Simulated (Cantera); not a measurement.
What does this Cantera script print?

```python
import numpy as np
import cantera as ct

gas = ct.Solution("gri30.yaml")
gas.TPX = 1073, 1000000, {'CH4': 1, 'O2': 1.11, 'N2': 4.18, 'H2O': 0.11}
reactor = ct.IdealGasReactor(gas, energy="on", clone=False)
net = ct.ReactorNet([reactor])
net.rtol, net.atol = 1e-08, 1e-16
show = ['CH4', 'O2', 'NO', 'HCN', 'H']
times = np.geomspace(7e-06, 8, 13)

steps = ct.SolutionArray(gas, extra=["t"])
rows = []
print(f"{'t/s':>10s}{'T/K':>9s}{'P/Pa':>11s}" + "".join(f"{s:>11s}" for s in show))
for t in times:
    while net.time < t:
        t_next = net.step()
        steps.append(gas.state, t=t_next)
    rows.append([np.interp(t, steps.t, y) for y in (steps.T, steps.P, *steps(*show).X.T)])
    print(f"{t:10.3e}{rows[-1][0]:9.1f}{rows[-1][1]:11.4g}" + "".join(f"{x:11.3e}" for x in rows[-1][2:]))
rate = np.gradient(steps.T, steps.t)
print("integrator steps:", len(steps.t))
if steps.T.max() > steps.T[0] + 200:
    print(f"time of steepest temperature rise: {steps.t[rate.argmax()]:.4e} s")
gas.TPX = 1073, 1000000, {'CH4': 1, 'O2': 1.11, 'N2': 4.18, 'H2O': 0.11}
gas.equilibrate("UV")
print(f"equilibrium (UV): T = {gas.T:.1f} K  " + "  ".join(f"{s} {gas[s].X[0]:.3e}" for s in show))
```

Output:

```
       t/s      T/K       P/Pa        CH4         O2         NO        HCN          H
 7.000e-06   1073.0      1e+06  1.562e-01  1.734e-01  5.550e-24  2.462e-27  1.472e-13
 2.238e-05   1073.0      1e+06  1.562e-01  1.734e-01  5.840e-23  2.586e-26  4.511e-13
 7.158e-05   1073.0      1e+06  1.562e-01  1.734e-01  6.434e-22  2.882e-25  1.826e-12
 2.289e-04   1073.0      1e+06  1.562e-01  1.734e-01  8.496e-21  4.018e-24  1.068e-11
 7.319e-04   1073.0      1e+06  1.562e-01  1.734e-01  1.575e-19  8.831e-23  5.913e-11
 2.340e-03   1073.1      1e+06  1.562e-01  1.734e-01  1.463e-18  9.214e-22  1.042e-10
 7.483e-03   1073.7  1.001e+06  1.561e-01  1.734e-01  9.262e-18  6.527e-21  2.507e-10
 2.393e-02   1081.9  1.008e+06  1.549e-01  1.724e-01  2.964e-16  4.829e-19  3.523e-09
 7.652e-02   2607.3  2.773e+06  2.464e-09  5.413e-06  1.196e-04  1.439e-06  2.706e-03
 2.447e-01   2607.3  2.773e+06  2.464e-09  5.413e-06  1.196e-04  1.439e-06  2.706e-03
 7.824e-01   2607.3  2.773e+06  2.464e-09  5.413e-06  1.196e-04  1.439e-06  2.706e-03
 2.502e+00   2607.3  2.773e+06  2.464e-09  5.413e-06  1.196e-04  1.439e-06  2.706e-03
 8.000e+00   2607.3  2.773e+06  2.464e-09  5.413e-06  1.196e-04  1.439e-06  2.706e-03
integrator steps: 2472
time of steepest temperature rise: 3.3229e-02 s
equilibrium (UV): T = 2607.3 K  CH4 2.749e-09  O2 5.413e-06  NO 1.196e-04  HCN 1.439e-06  H 2.706e-03
```

Computed with Cantera and GRI-Mech 3.0 (53 species, 325 reactions).
